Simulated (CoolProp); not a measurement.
Vapour-liquid equilibrium of methanol (1) + toluene (2) at 476.2 K; x and y are mole fractions of (1).

Model: multi-fluid Helmholtz-energy mixture model, de Reuck 1993 and Lemmon 2006; pair parameters Bell 2016, in CoolProp.

| x | bubble pressure (bar) | y at the bubble point | dew pressure at overall composition x (bar) | liquid density (mol/L) |
|---|---|---|---|---|
| 0.05 | 12.05 | 0.311 | 8.397 | 7.460 |
| 0.125 | 16.84 | 0.494 | 9.233 | 7.723 |
| 0.2 | 20.43 | 0.579 | 10.22 | 8.011 |
| 0.275 | 23.23 | 0.630 | 11.39 | 8.331 |
| 0.35 | 25.54 | 0.667 | 12.84 | 8.691 |
| 0.425 | 27.60 | 0.699 | 14.67 | 9.103 |
| 0.5 | 29.53 | 0.730 | 17.05 | 9.584 |
| 0.575 | 31.44 | 0.761 | 20.25 | 10.15 |
| 0.65 | 33.37 | 0.795 | 24.45 | 10.84 |
| 0.725 | 35.33 | 0.833 | 29.23 | 11.68 |
| 0.8 | 37.32 | 0.874 | 33.63 | 12.72 |
| 0.875 | 39.32 | 0.919 | 37.37 | 14.01 |
| 0.95 | 41.31 | 0.967 | 40.61 | 15.61 |

No azeotrope shows between x = 0.05 and 0.95.

The pair parameters rest on a limited set of measurements; away from them the model extrapolates.
